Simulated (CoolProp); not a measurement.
Vapour-liquid equilibrium of CH3F (R41) (1) + chloromethane (R40) (2) at 265.3 K; x and y are mole fractions of (1).

Values from CoolProp's multi-fluid Helmholtz-energy mixture model, Lemmon 2006 and Thol 2014; pair parameters Bell 2016.

```csv
x,"bubble pressure, mixture model (MPa)","bubble pressure, Raoult's law (MPa)","y, mixture model","y, Raoult's law"
0.05,0.2692,0.2669,0.298,0.307
0.2,0.4924,0.4835,0.655,0.678
0.35,0.7100,0.7002,0.791,0.819
0.5,0.9193,0.9168,0.865,0.894
0.65,1.123,1.133,0.913,0.940
0.8,1.331,1.350,0.952,0.971
0.95,1.556,1.567,0.988,0.994
```

The largest gap from Raoult's law is +1.8 % in bubble pressure, at x = 0.2. No azeotrope shows between x = 0.05 and 0.95.

Pair parameters are fitted to limited data, so mixtures are less certain than the pure fluids. The gap from Raoult's law changes sign with composition, which may be real or a fault of the pair parameters; it wasn't checked against measurements.
